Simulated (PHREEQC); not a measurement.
Solution (50 °C): 0.0051 mol/kgw CuCl2, 0.12 mol/kgw HCl and 0.0065 mol/kgw H3BO3. Closed to the air; pH follows from the charge balance.

Computed with PHREEQC (ion-association model, phreeqc.dat).

This is a speciation only: nothing precipitates in the calculation.

Q: What pH does the model give?

A: pH 1.01.

Q: In which forms is Cu present?

A: Cu+2 72 %, CuCl+ 27 %, CuCl2 1.3 % of the Cu.

Constants without temperature data keep their 25 °C values here.
